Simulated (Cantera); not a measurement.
A closed system holds: 1 mol MgCO3, 1.4 mol H2O, held at 55000 Pa.

Cantera equilibrium calculation (NASA polynomials, part measured and part estimated; ideal gas, pure solids and liquids). Candidate condensed phases: C, C6H6, C7H8, C8H18, H2O, Mg, MgCO3, MgO, Mg(OH)2; 116 gas species. Kinetics and transport are ignored. All values below are at 1925 K.

Base state: H2O 0.578, CO2 0.409, CO 0.00619, O2 0.00376, H2 0.00204, OH 0.00143, H 5.82e-5, O 3.04e-5 (mole fractions); condensed: MgO(s).

What changes in the equilibrium state with this change: H2O from 1.4 to 0.2 mol?


```tsv
species	before	after
CO2	0.409	0.818
H2O	0.578	0.165
CO	0.00619	0.0105
Mg(OH)2	1.22e-5	3.47e-6
H2	0.00204	0.000490
H	5.82e-5	2.85e-5
OH	0.00143	0.000829
O2	0.00376	0.00527
MgO(s), mol	1.000	1.000
```

What changes in the equilibrium state with this change: pressure from 55000 Pa to 18000 Pa?


```csv
species,before,after
H2O,0.578,0.575
CO2,0.409,0.405
CO,0.00619,0.00893
Mg(OH)2,1.22e-5,1.21e-5
H,5.82e-5,0.000122
O,3.04e-5,6.39e-5
H2,0.00204,0.00295
OH,0.00143,0.00206
"MgO(s), mol",1.000,1.000
```
